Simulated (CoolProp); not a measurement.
Carbon dioxide along the isotherm 60.55 °C: density (kg/m³) from the reference equation and from simpler models built on Tc = 31.0 °C, pc = 7.377 MPa, ω = 0.224; each cubic takes its own stable root.

Model: reference Helmholtz-energy equation of state, Span 1996, in CoolProp.

| p (MPa) | phase | reference | Redlich-Kwong | Soave-Redlich-Kwong |
|---|---|---|---|---|
| 0.284 | gas | 4.549 | 4.551 | 4.549 |
| 0.567 | gas | 9.173 | 9.179 | 9.171 |
| 0.851 | gas | 13.91 | 13.92 | 13.90 |
| 1.13 | gas | 18.66 | 18.68 | 18.65 |
| 1.42 | gas | 23.70 | 23.74 | 23.69 |
| 1.7 | gas | 28.68 | 28.74 | 28.66 |
| 1.99 | gas | 33.96 | 34.05 | 33.92 |
| 2.27 | gas | 39.18 | 39.29 | 39.12 |
| 2.55 | gas | 44.52 | 44.67 | 44.45 |
| 2.84 | gas | 50.20 | 50.39 | 50.10 |
| 3.12 | gas | 55.82 | 56.06 | 55.69 |
| 3.4 | gas | 61.60 | 61.88 | 61.42 |
| 3.69 | gas | 67.74 | 68.09 | 67.52 |
